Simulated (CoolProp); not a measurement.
A Linde-Hampson liquefier for carbon monoxide: isothermal reversible compression at 250 K from 1 atm to 15 MPa, throttling to 1 atm, return gas leaving the recuperator 2 K below the feed. Each further row changes one setting.

Model: reference Helmholtz-energy equation of state, Lemmon 2006, in CoolProp. It is a short technical equation, of lower accuracy than the large ones.

| case | liquid yield per pass | compression work (kJ/kg of gas) |
|---|---|---|
| as stated | 0.115 | 363 |
| high pressure 30 MPa | 0.163 | 415 |
| warm-end temperature 280 K | 0.082 | 412 |
| warm-end gap 7 K | 0.103 | 363 |
